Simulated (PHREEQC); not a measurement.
1 kg of water holding 0.13 mol KHCO3 and 0.5 mol KCl is evaporated at 25 °C; the solids stay in contact with the brine. No CO2 enters from the air. Only these solids could form: Kalicinite, Sylvite.

Computed with PHREEQC (Pitzer model, pitzer.dat).

```csv
water left (kg),ionic strength,water activity,Sylvite (mol),Kalicinite (mol),C in solution (mol/kgw),K in solution (mol/kgw),Cl in solution (mol/kgw)
1,0.632,0.980,0,0,0.130,0.630,0.500
0.5552,1.14,0.964,0,0,0.234,1.13,0.901
0.2534,2.50,0.921,0,0,0.513,2.49,1.97
0.1407,4.50,0.857,0,0,0.924,4.48,3.55
0.06417,5.86,0.818,0.239,0.0168,1.76,5.84,4.07
0.03562,5.86,0.818,0.355,0.0672,1.76,5.84,4.07
0.01976,5.86,0.818,0.420,0.0951,1.76,5.84,4.07
0.008998,5.86,0.818,0.463,0.114,1.76,5.84,4.07
0.004978,5.86,0.818,0.480,0.121,1.76,5.84,4.07
```

Sylvite from water left = 0.1156 kg (pH 7.66); Kalicinite from water left = 0.06417 kg (pH 7.64).
